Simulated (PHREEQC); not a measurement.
Make-up at 25 °C: 98 mmol/kgw Na2SO4 and 130 mmol/kgw NaCl. Closed to the air; pH follows from the charge balance.

Model: ion-association model, wateq4f.dat, run in PHREEQC.

No solid was allowed to form.

Task: Estimate the ionic strength.

Result: ionic strength 0.373 mol/kgw.

Task: In which forms is Na present?

Result: Na+ 92 %, NaSO4- 7.8 % of the Na.

Species that the database lacks are ignored.
